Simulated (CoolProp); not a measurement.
Vapour-liquid equilibrium of R22 (1) + dimethyl ether (2) at 0.122 MPa; x and y are mole fractions of (1).

Model: multi-fluid Helmholtz-energy mixture model, Kamei 1995 and Wu 2011; pair parameters Bell 2016, in CoolProp.

Question: Give the bubble temperature and the first vapour's composition at x = 0.275, 0.35, 0.95. Is there an azeotrope?

Answer: x = 0.275: 253.8 K, y = 0.282; x = 0.35: 253.5 K, y = 0.390; x = 0.95: 237.6 K, y = 0.994. y crosses x between x = 0.2 and 0.275: the model has an azeotrope there.

The pair parameters rest on a limited set of measurements; away from them the model extrapolates.
